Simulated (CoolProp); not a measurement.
Vapour-liquid equilibrium of ethylene (1) + propane (2) at 34.3 kPa; x and y are mole fractions of (1).

Values from CoolProp's multi-fluid Helmholtz-energy mixture model, Smukala 2000 and Lemmon 2009; pair parameters Bell 2016.

| x | bubble temperature (K) | y at the bubble point | dew temperature at overall composition x (K) | liquid density (mol/L) |
|---|---|---|---|---|
| 0.05 | 194.7 | 0.595 | 208.2 | 14.29 |
| 0.15 | 179.0 | 0.881 | 206.3 | 15.12 |
| 0.25 | 171.0 | 0.946 | 204.2 | 15.80 |
| 0.35 | 166.0 | 0.970 | 201.9 | 16.45 |
| 0.45 | 162.6 | 0.981 | 199.3 | 17.09 |
| 0.55 | 160.1 | 0.987 | 196.3 | 17.74 |
| 0.65 | 158.1 | 0.992 | 192.6 | 18.41 |
| 0.75 | 156.5 | 0.995 | 188.1 | 19.11 |
| 0.85 | 155.0 | 0.997 | 181.7 | 19.85 |
| 0.95 | 153.7 | 0.999 | 170.2 | 20.64 |

No azeotrope shows between x = 0.05 and 0.95.

Pair parameters are fitted to limited data, so mixtures are less certain than the pure fluids.
